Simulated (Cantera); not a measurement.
Cantera run, input and output.

```python
import numpy as np
import cantera as ct

gas = ct.Solution("gri30.yaml")
gas.TPX = 950, 1333, {'H2': 0.38, 'O2': 1, 'N2': 3.2}
reactor = ct.IdealGasConstPressureReactor(gas, energy="off", clone=False)
net = ct.ReactorNet([reactor])
net.rtol, net.atol = 1e-08, 1e-18
show = ['H2', 'O2', 'H2O', 'OH', 'NO', 'H2O2', 'N2O']
times = np.geomspace(2e-05, 2, 10)

steps = ct.SolutionArray(gas, extra=["t"])
rows = []
print(f"{'t/s':>10s}{'T/K':>9s}{'P/Pa':>11s}" + "".join(f"{s:>11s}" for s in show))
for t in times:
    while net.time < t:
        t_next = net.step()
        steps.append(gas.state, t=t_next)
    rows.append([np.interp(t, steps.t, y) for y in (steps.T, steps.P, *steps(*show).X.T)])
    print(f"{t:10.3e}{rows[-1][0]:9.1f}{rows[-1][1]:11.4g}" + "".join(f"{x:11.3e}" for x in rows[-1][2:]))
rate = np.gradient(steps.T, steps.t)
print("integrator steps:", len(steps.t))
if steps.T.max() > steps.T[0] + 200:
    print(f"time of steepest temperature rise: {steps.t[rate.argmax()]:.4e} s")
gas.TPX = 950, 1333, {'H2': 0.38, 'O2': 1, 'N2': 3.2}
gas.equilibrate("TP")
print(f"equilibrium (TP): T = {gas.T:.1f} K  " + "  ".join(f"{s} {gas[s].X[0]:.3e}" for s in show))
```

Result:

```
       t/s      T/K       P/Pa         H2         O2        H2O         OH         NO       H2O2        N2O
 2.000e-05    950.0       1333  8.297e-02  2.183e-01  9.666e-16  8.994e-15  3.663e-30  3.744e-18  3.250e-22
 7.188e-05    950.0       1333  8.297e-02  2.183e-01  3.716e-14  9.346e-14  1.761e-28  4.812e-17  1.256e-21
 2.583e-04    950.0       1333  8.297e-02  2.183e-01  1.127e-12  7.210e-13  9.020e-27  6.222e-16  6.654e-21
 9.283e-04    950.0       1333  8.297e-02  2.183e-01  2.901e-11  5.365e-12  4.347e-25  8.101e-15  8.891e-20
 3.336e-03    950.0       1333  8.297e-02  2.183e-01  2.009e-09  1.802e-10  6.040e-23  1.148e-13  5.362e-18
 1.199e-02    950.0       1333  8.274e-02  2.182e-01  1.605e-04  1.351e-05  1.375e-13  9.866e-10  4.130e-13
 4.309e-02    950.0       1333  2.569e-03  1.832e-01  7.666e-02  9.831e-04  5.688e-07  6.974e-08  1.779e-09
 1.549e-01    950.0       1333  1.878e-04  1.843e-01  8.616e-02  2.023e-04  6.680e-07  9.383e-08  3.211e-09
 5.565e-01    950.0       1333  9.351e-06  1.845e-01  8.653e-02  4.110e-05  6.661e-07  4.497e-08  3.641e-09
 2.000e+00    950.0       1333  6.855e-07  1.845e-01  8.655e-02  1.284e-05  6.635e-07  1.439e-08  3.746e-09
integrator steps: 1490
equilibrium (TP): T = 950.0 K  H2 3.201e-11  O2 1.845e-01  H2O 8.656e-02  OH 1.093e-07  NO 1.590e-05  H2O2 6.166e-12  N2O 1.532e-10
```

Model: GRI-Mech 3.0 (53 species, 325 reactions), integrated in Cantera. Radical loss at walls, strong at low pressure, is not modelled. The temperature is held fixed by assumption; the heat of reaction is taken as removed at once.
